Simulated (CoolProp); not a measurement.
Propylene along the isobar 17.4 bar: Z from the reference equation and from simpler models built on Tc = 91.1 °C, pc = 45.55 bar, ω = 0.146; each cubic takes its own stable root.

Values from CoolProp's reference Helmholtz-energy equation of state, Lemmon 2013.

| T (°C) | phase | reference |
|---|---|---|
| 82.95 | gas | 0.8421 |
| 99.85 | gas | 0.8672 |
| 116.65 | gas | 0.8869 |
| 133.45 | gas | 0.9028 |
| 150.35 | gas | 0.9159 |
| 167.15 | gas | 0.9268 |
| 184.05 | gas | 0.9360 |
| 200.85 | gas | 0.9439 |
| 217.65 | gas | 0.9506 |
| 234.55 | gas | 0.9565 |
| 251.35 | gas | 0.9616 |
| 268.15 | gas | 0.9661 |
| 285.05 | gas | 0.9701 |
| 301.85 | gas | 0.9736 |

Question: How far does each simpler model (Pitzer virial, van der Waals, Redlich-Kwong, Soave-Redlich-Kwong, Peng-Robinson) lie from the reference over these 14 states: mean and median of the absolute difference, and the worst?

Answer: 
- Pitzer virial: mean 0.5 %, median 0.3 %, worst +2.0 % at 82.95 °C and 17.4 bar
- van der Waals: mean 0.8 %, median 0.7 %, worst +2.7 % at 82.95 °C and 17.4 bar
- Redlich-Kwong: mean 0.3 %, median 0.4 %, worst -0.4 % at 301.85 °C and 17.4 bar
- Soave-Redlich-Kwong: mean 0.3 %, median 0.3 %, worst +0.4 % at 301.85 °C and 17.4 bar
- Peng-Robinson: mean 0.9 %, median 0.8 %, worst -1.4 % at 82.95 °C and 17.4 bar
